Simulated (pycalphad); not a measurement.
# Freezing of Ti-B alloys with rising B

CALPHAD calculation (pycalphad, COST 507 light-alloy database (1999)), 1 atm. The data set is of 1999 and partly superseded. Phase fractions are per mole of atoms.

Scheil-Gulliver runs (no diffusion in the solid, steps of 4 K) beside full equilibrium.

```
alloy             liquidus (K)  Scheil, half solid (K)  Scheil, 80 % solid (K)  Scheil, invariant end (K)  liquid left at that end  equilibrium solidus (K)
----------------  ------------  ----------------------  ----------------------  -------------------------  -----------------------  -----------------------
Ti-13.98B (at.%)          1931    at the invariant end    at the invariant end                       1814                     0.84                     1814
Ti-27.95B (at.%)          2186    at the invariant end    at the invariant end                       1814                     0.51                     1814
Ti-55.9B (at.%)            [?]                     [?]                     [?]                       1814                      [?]                      [?]
```

**Question.** Complete the blanks.

**Answer.** 
- Ti-55.9B (at.%), liquidus (K): 3314
- Ti-55.9B (at.%), Scheil, half solid (K): 2856
- Ti-55.9B (at.%), Scheil, 80 % solid (K): 2160
- Ti-55.9B (at.%), liquid left at that end: 0.11
- Ti-55.9B (at.%), equilibrium solidus (K): 2456
